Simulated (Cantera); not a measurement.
Cantera run:

```python
import numpy as np
import cantera as ct

gas_names = """
    CL CL2 H HCL H2 Si SiCL SiCL2 SiCL3 SiCL4 SiH SiHCL3 SiH2 SiH2CL2 SiH3 SiH3CL SiH4 Si2 Si3
""".split()
cond_names = """
    Si(cr) Si(L)
""".split()


# ... load() reads the species with a 1 bar reference pressure and builds the phases ...
atoms = {
    'SiCl4': {'Si': 1, 'CL': 4},
    'H2': {'H': 2},
}
top_T = {}  # K; cautious upper limits of use, not melting points


# ... equilibrate(T, P, feed) seeds the gas with the atoms and calls Mixture.equilibrate('TP', solver="vcs", rtol=1e-11, max_steps=5000) ...
results = []
feed = {'SiCl4': 1, 'H2': 6.5}  # mol
P = 690000  # Pa
for T in [848, 873, 898, 923, 948, 973, 998, 1023, 1048, 1073, 1098, 1123, 1148]:
    mix = equilibrate(T, P, feed)
    results.append((T, P, feed, dict(zip(mix.species_names, mix.species_moles))))

top = {s: max(r[3][s] / sum(r[3][g] for g in gas_names) for r in results) for s in gas_names}
cols = sorted((s for s in top if top[s] > 0.0001), key=lambda s: -top[s])[:6]
seen = [c for c in cond_names if any(r[3].get(c, 0) > 1e-12 for r in results)]
print("log10 of partial pressures in bar; condensed amounts in mol")
print(f"{'T/K':>10s}" + "".join(f"{s[:9]:>10s}" for s in cols + seen))
for T, P, feed, n in results:
    ng = sum(n[g] for g in gas_names)
    print(f"{T:10.4g}" + "".join(f"{np.log10(max(n[s] / ng * P / 1e5, 1e-99)):10.3f}" for s in cols)
          + "".join(f"{n.get(c, 0):10.4g}" for c in seen))
```

It prints:

```
log10 of partial pressures in bar; condensed amounts in mol
       T/K        H2     SiCL4       HCL    SiHCL3   SiH2CL2     SiCL3
       848     0.770    -0.080    -1.046    -1.054    -3.085    -4.202
       873     0.769    -0.087    -0.988    -0.999    -2.950    -3.957
       898     0.768    -0.094    -0.935    -0.947    -2.824    -3.726
       923     0.767    -0.102    -0.884    -0.899    -2.704    -3.508
       948     0.766    -0.110    -0.836    -0.854    -2.592    -3.303
       973     0.765    -0.118    -0.792    -0.812    -2.487    -3.109
       998     0.764    -0.127    -0.749    -0.773    -2.388    -2.926
      1023     0.762    -0.137    -0.709    -0.738    -2.294    -2.753
      1048     0.761    -0.147    -0.672    -0.704    -2.206    -2.589
      1073     0.760    -0.157    -0.636    -0.674    -2.123    -2.434
      1098     0.758    -0.168    -0.601    -0.646    -2.046    -2.287
      1123     0.757    -0.180    -0.568    -0.621    -1.973    -2.148
      1148     0.755    -0.192    -0.537    -0.598    -1.906    -2.017
```

Cantera equilibrium calculation (NASA polynomials, part measured and part estimated; ideal gas, pure solids and liquids). The tables' values for SiCl3 are old estimates; treat these amounts as uncertain.
